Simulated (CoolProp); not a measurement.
Ethanol at several states: Z from the reference equation and from simpler models built on Tc = 241.6 °C, pc = 6268 kPa, ω = 0.644; each cubic takes its own stable root.

Computed with CoolProp (reference Helmholtz-energy equation of state, Schroeder 2014).

```
T (°C)  p (kPa)   phase  reference
------  -------  ------  ---------
-21.05      734  liquid    0.01956
140.45      405     gas     0.9404
40.45      3630  liquid    0.08274
```

### Question
How far does each simpler model (van der Waals, Soave-Redlich-Kwong) lie from the reference over these 3 states: mean and median of the absolute difference, and the worst?

### Answer
- van der Waals: mean 57.7 %, median 85.1 %, worst +85.3 % at 40.45 °C and 3630 kPa
- Soave-Redlich-Kwong: mean 12.2 %, median 17.7 %, worst +18.0 % at -21.05 °C and 734 kPa
